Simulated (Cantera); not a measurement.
A freely propagating, adiabatic, planar premixed flame of H2 : O2 : N2 : H2O = 1 : 1 : 3.76 : 1 (molar parts), unburnt at 675 K and 140000 Pa; mixture-averaged transport, grid criteria slope 0.08 and curve 0.16, no radiation.

Model: the H2/O2 subset of GRI-Mech 3.0, which has no nitrogen chemistry, integrated in Cantera. Burning velocities carry a grid error of a few per cent, more on coarse grids. Lean hydrogen flames are cellular in practice and burn faster than this planar one.

Predict: laminar burning velocity; thermal thickness; peak x(HO2); peak x(OH); peak x(H2O2).


```json
{
 "laminar_burning_velocity": "175 cm/s",
 "thermal_thickness": "0.308 mm",
 "peak x(HO2)": "0.000414",
 "peak x(OH)": "0.00509",
 "peak x(H2O2)": "7.14e-5"
}
```
